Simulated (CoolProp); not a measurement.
The fluid at 293.15 K and 0.966 MPa is compressed adiabatically to 3.53 MPa with isentropic efficiency 0.9. The same conditions are run with several fluids, on thermodynamics alone (safety and materials aside).

Computed with CoolProp (reference Helmholtz-energy equation of state of each fluid (carbon monoxide: Lemmon 2006; CH3F (R41): Lemmon 2006; dry air: Lemmon 2000; nitrous oxide: Lemmon 2006; ethylene: Smukala 2000)). Blends and air are pseudo-pure fits.

| fluid | work (kJ/kg) | final temperature (K) | final phase | final density (kg/m³) |
|---|---|---|---|---|
| carbon monoxide | 152 | 439.4 | supercritical | 26.7 |
| CH3F (R41) | (withheld) | 397.8 | gas | 40.9 |
| dry air | 147 | 439.3 | gas | 27.7 |
| nitrous oxide | 86.0 | 397.6 | gas | (withheld) |
| ethylene | 132 | (withheld) | gas | 34.0 |

### Question
Fill in the missing entries.

### Answer

- CH3F (R41), work (kJ/kg): 107
- nitrous oxide, final density (kg/m³): 50.8
- ethylene, final temperature (K): 384.1
